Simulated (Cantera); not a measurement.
Feed: 1 mol HF, 0.13 mol O2, at 0.00290 bar.

These are equilibrium values from Cantera (NASA tables, ideal gas, pure condensed phases), not measurements of a reactor. Candidate condensed phases: H2O; 22 gas species. Equilibrium is a limit: real reactors are often held back by kinetics, nucleation or transport. All values below are at 2098 K.

Base state: HF 0.875, O2 0.109, O 0.00840, F 0.00452, OH 0.00137, H2O 0.00134, H 0.000380, H2 4.42e-5 (mole fractions); condensed: gas only.

What changes in the equilibrium state with this change: 0.025 mol N2 added?


```tsv
species	before	after
HF	0.875	0.856
O2	0.109	0.106
N2	0	0.0209
NO	0	0.00115
H2O	0.00134	0.00131
```
